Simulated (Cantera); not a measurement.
What does this Cantera script print?

```python
import numpy as np
import cantera as ct

gas = ct.Solution("gri30.yaml")
gas.TPX = 1150, 2666, {'H2': 0.028, 'O2': 1}
inlet = ct.Reservoir(gas, clone=True)

reactor = ct.IdealGasConstPressureReactor(gas, energy="off", clone=False)
exhaust = ct.Reservoir(gas, clone=True)
tau = [1.4, 0.64, 0.3, 0.14, 0.068, 0.032, 0.015, 0.0073, 0.0035, 0.0016, 0.00078][0]
for a, b in ((inlet, reactor), (reactor, exhaust)):
    ct.MassFlowController(a, b, mdot=lambda t: reactor.mass / tau)
net = ct.ReactorNet([reactor])
show = ['H2', 'O2', 'H', 'HO2', 'OH']

rows = []
print(f"{'tau/s':>10s}{'T/K':>9s}" + "".join(f"{s:>11s}" for s in show))
for tau in [1.4, 0.64, 0.3, 0.14, 0.068, 0.032, 0.015, 0.0073, 0.0035, 0.0016, 0.00078]:
    net.initial_time = 0.0
    net.advance(30 * tau)
    before = gas.X
    net.advance(40 * tau)
    drift = np.max(np.abs(gas.X - before) / (gas.X + 1e-9))
    rows.append([gas.T, *gas[show].X, drift])
    print(f"{tau:10.3e}{gas.T:9.1f}" + "".join(f"{x:11.3e}" for x in gas[show].X))
```

Output:

```
     tau/s      T/K         H2         O2          H        HO2         OH
 1.400e+00   1150.0  7.662e-05  9.714e-01  2.639e-05  1.287e-06  3.647e-04
 6.400e-01   1150.0  1.200e-04  9.708e-01  5.638e-05  1.725e-06  4.753e-04
 3.000e-01   1150.0  1.845e-04  9.699e-01  1.158e-04  2.239e-06  6.143e-04
 1.400e-01   1150.0  2.841e-04  9.686e-01  2.332e-04  2.840e-06  7.940e-04
 6.800e-02   1150.0  4.295e-04  9.669e-01  4.376e-04  3.475e-06  1.009e-03
 3.200e-02   1150.0  6.685e-04  9.646e-01  8.008e-04  4.175e-06  1.287e-03
 1.500e-02   1150.0  1.063e-03  9.619e-01  1.363e-03  4.874e-06  1.628e-03
 7.300e-03   1150.0  1.695e-03  9.594e-01  2.065e-03  5.490e-06  2.011e-03
 3.500e-03   1150.0  2.808e-03  9.577e-01  2.831e-03  6.016e-06  2.451e-03
 1.600e-03   1150.0  4.935e-03  9.574e-01  3.435e-03  6.380e-06  2.915e-03
 7.800e-04   1150.0  8.365e-03  9.590e-01  3.452e-03  6.421e-06  3.174e-03
```

Model: GRI-Mech 3.0 (53 species, 325 reactions), integrated in Cantera. Radical loss at walls, strong at low pressure, is not modelled.
